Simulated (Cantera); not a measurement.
An isothermal, constant-pressure homogeneous reactor starts with 14.7 % NH₃, 85.3 % H₂, at 1798 K and 100000 Pa.

Computed with Cantera and the gas-phase N/H chemistry of the illustrative SiF4/NH3 mechanism in the Surface Chemkin manual (1991). Walls and surfaces, which speed up NH3 decomposition in real reactors, are not modelled.

x: mole fraction; the columns are a selection and need not sum to one.

```csv
t (s),x NH₃,x H₂,x N₂H₄,x NH₂,x N₂H₂,x H
2.00e-6,0.147,0.853,<1e-12,1.81e-7,<1e-12,3.72e-7
1.12e-5,0.147,0.853,2.65e-12,9.89e-7,4.74e-12,2.12e-6
6.32e-5,0.147,0.853,8.75e-11,5.52e-6,2.06e-10,1.20e-5
0.000356,0.147,0.853,2.66e-9,3.03e-5,8.07e-9,6.58e-5
0.00200,0.147,0.853,2.61e-8,9.50e-5,1.15e-7,0.000206
0.0112,0.145,0.854,2.79e-8,9.82e-5,1.25e-7,0.000216
0.0632,0.137,0.859,2.53e-8,9.36e-5,1.14e-7,0.000220
0.356,?,0.879,?,?,?,?
2.00,0.0330,0.917,2.38e-9,2.87e-5,1.14e-8,0.000298
```

Q: Fill in the missing entries.

A: 
- 0.356, x NH₃: 0.100
- 0.356, x N₂H₄: 1.55e-8
- 0.356, x NH₂: 7.33e-5
- 0.356, x N₂H₂: 7.09e-8
- 0.356, x H: 0.000241
